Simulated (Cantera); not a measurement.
A Cantera script and its output.

```python
import numpy as np
import cantera as ct

gas = ct.Solution("gri30.yaml")


def delay(T, t_max=10):
    gas.TPX = T, 100000, {'CO': 1, 'H2': 0.87, 'O2': 0.719, 'N2': 4.17}
    reactor = ct.IdealGasReactor(gas, clone=False)
    net = ct.ReactorNet([reactor])
    net.rtol, net.atol = 1e-8, 1e-16
    while net.time < t_max:
        t_old, T_old = net.time, reactor.T
        net.step()
        if reactor.T > T + 400:  # ignition: a rise of 400 K
            return t_old + (T + 400 - T_old) / (reactor.T - T_old) * (net.time - t_old)
    return np.nan


taus = []
for T in [1025, 1100, 1175, 1250, 1325, 1400, 1475, 1550, 1625]:
    taus.append(delay(T))
    print(f"T0 = {T:6g} K   tau = {taus[-1]:.4e} s")
```

Output:

```
T0 =   1025 K   tau = 2.7929e-04 s
T0 =   1100 K   tau = 1.3305e-04 s
T0 =   1175 K   tau = 8.2564e-05 s
T0 =   1250 K   tau = 5.8114e-05 s
T0 =   1325 K   tau = 4.4561e-05 s
T0 =   1400 K   tau = 3.6591e-05 s
T0 =   1475 K   tau = 3.1879e-05 s
T0 =   1550 K   tau = 2.9290e-05 s
T0 =   1625 K   tau = 2.8242e-05 s
```

Computed with Cantera and GRI-Mech 3.0 (53 species, 325 reactions). Where the delays flatten at high temperature, the 400 K rule measures the pace of heat release, not the induction time.
